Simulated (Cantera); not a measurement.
A closed system holds: 1 mol BCl3, a varied amount of N2, equilibrated at 1550 K and 22.0 Pa.

Equilibrium computed with Cantera from the NASA thermochemical tables; the gas is ideal and each condensed phase is pure. Candidate condensed phases: B, BN; 10 gas species. The tables' values for BCl2, BCl are old estimates; treat these amounts as uncertain. Equilibrium is a limit: real reactors are often held back by kinetics, nucleation or transport.

log p: log10 of the partial pressure in bar; n: condensed amount in mol.

```json
[
 {"n(N2) (mol)": "1.2", "log p N2": "-3.93", "log p BCl3": "-4.02", "log p Cl": "-5.45", "log p BCl2": "-5.72", "log p BCl": "-6.11", "log p Cl2": "-8.71", "n BN(s)": "…"},
 {"n(N2) (mol)": "1.8", "log p N2": "-3.86", "log p BCl3": "-4.12", "log p Cl": "-5.47", "log p BCl2": "-5.80", "log p BCl": "-6.17", "log p Cl2": "-8.75", "n BN(s)": "…"},
 {"n(N2) (mol)": "2.9", "log p N2": "-3.79", "log p BCl3": "-4.27", "log p Cl": "-5.51", "log p BCl2": "-5.91", "log p BCl": "-6.24", "log p Cl2": "-8.83", "n BN(s)": "…"},
 {"n(N2) (mol)": "4.5", "log p N2": "-3.75", "log p BCl3": "-4.42", "log p Cl": "-5.55", "log p BCl2": "-6.02", "log p BCl": "-6.30", "log p Cl2": "-8.92", "n BN(s)": "…"},
 {"n(N2) (mol)": "7.1", "log p N2": "-3.72", "log p BCl3": "-4.59", "log p Cl": "-5.60", "log p BCl2": "-6.14", "log p BCl": "-6.37", "log p Cl2": "-9.02", "n BN(s)": "…"},
 {"n(N2) (mol)": "11", "log p N2": "-3.70", "log p BCl3": "-4.77", "log p Cl": "-5.66", "log p BCl2": "-6.26", "log p BCl": "-6.43", "log p Cl2": "-9.13", "n BN(s)": "…"},
 {"n(N2) (mol)": "18", "log p N2": "-3.68", "log p BCl3": "-4.98", "log p Cl": "-5.72", "log p BCl2": "-6.40", "log p BCl": "-6.51", "log p Cl2": "-9.27", "n BN(s)": "…"},
 {"n(N2) (mol)": "28", "log p N2": "-3.68", "log p BCl3": "-5.17", "log p Cl": "-5.79", "log p BCl2": "-6.53", "log p BCl": "-6.58", "log p Cl2": "-9.39", "n BN(s)": "…"},
 {"n(N2) (mol)": "43", "log p N2": "-3.67", "log p BCl3": "-5.37", "log p Cl": "-5.85", "log p BCl2": "-6.66", "log p BCl": "-6.64", "log p Cl2": "-9.52", "n BN(s)": "…"}
]
```

### Question
What belongs in the gaps?

### Answer

- 1.2, n BN(s): 0.000446
- 1.8, n BN(s): 0.00203
- 2.9, n BN(s): 0.00439
- 4.5, n BN(s): 0.00730
- 7.1, n BN(s): 0.0114
- 11, n BN(s): 0.0168
- 18, n BN(s): 0.0252
- 28, n BN(s): 0.0357
- 43, n BN(s): 0.0493
